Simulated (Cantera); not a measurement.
Charge: 1 mol CuO, 3.5 mol C, 0.012 mol CO, equilibrated at 1473.15 K and 0.0290 bar.

Cantera equilibrium calculation (NASA polynomials, part measured and part estimated; ideal gas, pure solids and liquids). Candidate condensed phases: C, Cu, CuO, Cu2O; 15 gas species. Kinetics and transport are ignored.

Question: What is the equilibrium state?

Answer: 
```
Item                Value
--------------  ---------
x(CO)               1.000
x(Cu)            0.000179
x(CO2)            2.45e-5
n(C(graphite))   2.50 mol
n(Cu(l))        1.000 mol
gas amount      1.012 mol
```
